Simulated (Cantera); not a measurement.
Charge: 1 mol SiF4, 0.24 mol NH3, 4.7 mol N2, at 1100 Pa.

These are equilibrium values from Cantera (NASA tables, ideal gas, pure condensed phases), not measurements of a reactor. Candidate condensed phases: Si, Si3N4; 37 gas species. The numbers say what is thermodynamically allowed, not how fast it happens.

### Question
Which condensed phases are stable at each of these points (T (K)): 898, 948, 998, 1048, 1098, 1148, 1198, 1248, 1298, 1348, 1398, 1448, 1498?

### Answer
| T (K) | condensed phases | Si condensed (%) |
|---|---|---|
| 898 | Si3N4(s) | 0.0 |
| 948 | Si3N4(s) | 0.0 |
| 998 | Si3N4(s) | 0.0 |
| 1048 | Si3N4(s) | 0.0 |
| 1098 | Si3N4(s) | 0.0 |
| 1148 | Si3N4(s) | 0.0 |
| 1198 | Si3N4(s) | 0.0 |
| 1248 | gas only | 0.0 |
| 1298 | gas only | 0.0 |
| 1348 | gas only | 0.0 |
| 1398 | gas only | 0.0 |
| 1448 | gas only | 0.0 |
| 1498 | gas only | 0.0 |

From 898 K to 1198 K the condensed part is Si3N4(s). From 1248 K to 1498 K nothing is condensed.
